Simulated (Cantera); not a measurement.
Cantera with NASA thermochemical tables; ideal gases at 1 bar, condensed phases pure. Values are per mole of reaction as written; species without (g) are pure solids or liquids, kept so even where they would boil at 1 bar.

Q: Between 1675 and 2675 K, where is each reaction favourable under standard conditions?
- SiCl₂(g) + 2 H₂(g) + SiH₂(g) → 2 SiH₃Cl(g)
- Si + SiCl₄(g) → 2 SiCl₂(g)

A: 
- SiCl₂(g) + 2 H₂(g) + SiH₂(g) → 2 SiH₃Cl(g): ΔG° is 82 kJ at 1675 K and 343 kJ at 2675 K; it stays positive (K < 1). ΔH° is -342 kJ and ΔS° -256 J/K at 2675 K.
- Si + SiCl₄(g) → 2 SiCl₂(g): ΔG° is -10 kJ at 1675 K and -163 kJ at 2675 K; it stays negative (K > 1). ΔH° is 233 kJ and ΔS° 148 J/K at 2675 K.
